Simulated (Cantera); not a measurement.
## Premixed flame

A freely propagating, adiabatic, planar premixed flame of 10.4 % CH4, 23.5 % O2, 65.7 % N2, 0.386 % CO2, unburnt at 700 K and 353 Torr; mixture-averaged transport, grid criteria slope 0.08 and curve 0.16, no radiation.

Computed with Cantera and GRI-Mech 3.0 (53 species, 325 reactions). Burning velocities carry a grid error of a few per cent, more on coarse grids.

| z (mm) | T (K) | u (m/s) | x CH4 | x O2 | x CH2CO | x C2H6 | x CO2 | x NO |
|---|---|---|---|---|---|---|---|---|
| -1.43 | 700 | 2.71 | 0.104 | 0.235 | <1e-8 | 2.12e-8 | 0.00386 | <1e-8 |
| -0.950 | 701 | 2.72 | 0.104 | 0.234 | <1e-8 | 5.81e-7 | 0.00386 | <1e-8 |
| -0.713 | 705 | 2.74 | 0.104 | 0.234 | 1.94e-8 | 5.69e-6 | 0.00385 | <1e-8 |
| -0.475 | 741 | 2.90 | 0.100 | 0.230 | 5.23e-7 | 8.59e-5 | 0.00391 | 6.10e-8 |
| -0.238 | 1069 | 4.26 | 0.0753 | 0.201 | 2.41e-5 | 0.00100 | 0.00593 | 8.94e-7 |
| -0.119 | 1474 | 5.96 | 0.0422 | 0.158 | 0.000102 | 0.000831 | 0.0111 | 2.65e-6 |
| 0 | 1865 | 7.64 | 0.0116 | 0.105 | 0.000135 | 7.79e-5 | 0.0207 | 6.37e-6 |
| 0.119 | 2038 | 8.38 | 0.00135 | 0.0715 | 4.11e-5 | 7.24e-7 | 0.0326 | 1.14e-5 |
| 0.238 | 2079 | 8.54 | 8.63e-5 | 0.0573 | 4.44e-6 | <1e-8 | 0.0432 | 1.53e-5 |
| 0.475 | 2111 | 8.63 | 3.03e-7 | 0.0493 | 2.81e-8 | <1e-8 | 0.0564 | 1.99e-5 |
| 0.950 | 2153 | 8.76 | <1e-8 | 0.0459 | <1e-8 | <1e-8 | 0.0652 | 2.74e-5 |
| 1.90 | 2213 | 8.96 | <1e-8 | 0.0439 | <1e-8 | <1e-8 | 0.0689 | 4.41e-5 |
| 3.80 | 2293 | 9.23 | <1e-8 | 0.0417 | <1e-8 | <1e-8 | 0.0723 | 8.34e-5 |
x: mole fraction of selected species; z is measured from the peak of heat release.

```
Property                    Result
------------------------  --------
laminar burning velocity  271 cm/s
thermal thickness         0.475 mm
peak x(CH2CO)             0.000146
peak x(C2H6)               0.00115
grid points                    166
```
